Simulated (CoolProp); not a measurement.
Saturation properties of sulfur dioxide.

Values from CoolProp's reference Helmholtz-energy equation of state, Gao 2016.

| T (°C) | p (bar) | vapour density (kg/m³) | enthalpy of vaporisation (kJ/kg) | liquid cp (kJ/(kg K)) | surface tension (mN/m) |
|---|---|---|---|---|---|
| 25.65 | 4.007 | 11.11 | 355.7 | 1.394 | 21.5 |
| 28.85 | 4.452 | 12.28 | 352.4 | 1.398 | 20.9 |
| 32.05 | 4.934 | 13.55 | 349.0 | 1.404 | 20.3 |
| 35.25 | 5.454 | 14.91 | 345.6 | 1.410 | 19.7 |
| 38.45 | 6.016 | 16.38 | 342.1 | 1.416 | 19.1 |
| 41.65 | 6.620 | 17.96 | 338.5 | 1.422 | 18.4 |
| 44.85 | 7.269 | 19.66 | 334.9 | 1.430 | 17.8 |
| 48.05 | 7.966 | 21.48 | 331.2 | 1.437 | 17.2 |
| 51.25 | 8.712 | 23.44 | 327.5 | 1.446 | 16.6 |
| 54.45 | 9.509 | 25.54 | 323.6 | 1.454 | 16.0 |
| 57.65 | 10.36 | 27.79 | 319.7 | 1.464 | 15.4 |
| 60.85 | 11.27 | 30.20 | 315.7 | 1.474 | 14.8 |
| 64.05 | 12.23 | 32.77 | 311.5 | 1.485 | 14.2 |
| 67.25 | 13.26 | 35.52 | 307.3 | 1.497 | 13.6 |
| 70.45 | 14.35 | 38.47 | 303.0 | 1.510 | 13.0 |

It boils at -10.0 °C under 1 atm.

Surface tension comes from a separate correlation (Mulero 2012).
